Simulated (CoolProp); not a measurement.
Values from CoolProp's reference Helmholtz-energy equation of state, Thol 2015.

For octamethylcyclotetrasiloxane (D4), give the phase and the density (kg/m³), speed of sound (m/s) at 55.05 °C and 0.288 MPa; 98.45 °C and 0.288 MPa; 243.15 °C and 0.288 MPa.


- 55.05 °C and 0.288 MPa: liquid; density 917, speed of sound 819
- 98.45 °C and 0.288 MPa: liquid; density 866, speed of sound 685
- 243.15 °C and 0.288 MPa: gas; density 23.1, speed of sound 104
